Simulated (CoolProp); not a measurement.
Vapour-liquid equilibrium of methane (1) + ethylene (2) at 0.0716 MPa; x and y are mole fractions of (1).

Model: multi-fluid Helmholtz-energy mixture model, Setzmann 1991 and Smukala 2000; pair parameters Bell 2016, in CoolProp.

```
x     bubble temperature, mixture model (K)  bubble temperature, Raoult's law (K)  y, mixture model  y, Raoult's law
----  -------------------------------------  ------------------------------------  ----------------  ---------------
0.05                                  143.8                                 148.5             0.774            0.678
0.15                                  126.3                                 133.2             0.963            0.927
0.25                                  119.4                                 125.5             0.986            0.972
0.35                                  115.9                                 120.7             0.992            0.986
0.45                                  113.7                                 117.3             0.995            0.993
0.55                                  112.3                                 114.7             0.996            0.996
0.65                                  111.1                                 112.7             0.997            0.998
0.75                                  110.2                                 110.9             0.998            0.999
0.85                                  109.2                                 109.5             0.999            0.999
0.95                                  108.2                                 108.2             1.000            1.000
```

The largest gap from Raoult's law is -6.9 K in bubble temperature, at x = 0.15. No azeotrope shows between x = 0.05 and 0.95.

The pair parameters rest on a limited set of measurements; away from them the model extrapolates. With so large a gap from Raoult's law the liquid may split in two, which this calculation doesn't test in full.
